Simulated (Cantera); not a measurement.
## Al2O3 + H2 (hydrogen reduction and annealing atmospheres)

Charge: 1 mol Al2O3, 230 mol H2, at 2100 K and 13.0 mbar.

Equilibrium computed with Cantera from the NASA thermochemical tables; the gas is ideal and each condensed phase is pure. Candidate condensed phases: Al, Al2O3, H2O; 19 gas species. The tables' values for AlOH are old estimates; treat these amounts as uncertain. Equilibrium is a limit: real reactors are often held back by kinetics, nucleation or transport.

```json
{
 "x(H2)": "0.971",
 "x(H)": "0.0269",
 "x(H2O)": "0.00123",
 "x(Al)": "0.000596",
 "x(Al2O)": "0.000145",
 "x(AlOH)": "5.98e-5",
 "x(AlH)": "1.52e-5",
 "x(OH)": "4.07e-6",
 "x(AlO)": "3.32e-6",
 "n(Al2O3(s))": "0.887 mol",
 "gas_amount": "233.3 mol",
 "log10 activity of Al(l) (absent)": "-3.27"
}
```
